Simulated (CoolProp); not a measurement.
A single-stage vapour-compression cycle with the fluid: evaporating at 326.15 K (dew point), condensing at 370.15 K (bubble point), superheat 2 K, subcooling 5 K, compressor efficiency 0.75, no pressure losses. The same conditions are run with several fluids, on thermodynamics alone (safety and materials aside).

Model: reference Helmholtz-energy equation of state of each fluid (R114: Platzer 1990; n-heptane: Span 2003; dimethyl ether: Wu 2011; chlorine: Thol 2021; propyne: Polt 1992; n-perfluorobutane: Gao 2022), in CoolProp. The equations of Platzer and Polt are older, rougher fits.

Task: Rank R114, n-heptane, dimethyl ether, chlorine, propyne, n-perfluorobutane by cooling COP, highest first.

Result: n-heptane (4.73), chlorine (4.44), propyne (4.30), dimethyl ether (4.20), R114 (4.17), n-perfluorobutane (2.72)

```json
[
 {"fluid": "R114", "pressure ratio": "2.76", "discharge temperature (K)": "370.1", "refrigerating effect (kJ/kg)": "75.1", "volumetric capacity (kJ/m³)": "2600"},
 {"fluid": "n-heptane", "pressure ratio": "4.56", "discharge temperature (K)": "370.2", "refrigerating effect (kJ/kg)": "256", "volumetric capacity (kJ/m³)": "204"},
 {"fluid": "dimethyl ether", "pressure ratio": "2.53", "discharge temperature (K)": "385.3", "refrigerating effect (kJ/kg)": "248", "volumetric capacity (kJ/m³)": "6330"},
 {"fluid": "chlorine", "pressure ratio": "2.38", "discharge temperature (K)": "423.5", "refrigerating effect (kJ/kg)": "182", "volumetric capacity (kJ/m³)": "8750"},
 {"fluid": "propyne", "pressure ratio": "2.58", "discharge temperature (K)": "389.7", "refrigerating effect (kJ/kg)": "307", "volumetric capacity (kJ/m³)": "6710"},
 {"fluid": "n-perfluorobutane", "pressure ratio": "2.77", "discharge temperature (K)": "370.2", "refrigerating effect (kJ/kg)": "28.6", "volumetric capacity (kJ/m³)": "1820"}
]
```

The compression ends wet for: R114; n-heptane; n-perfluorobutane.
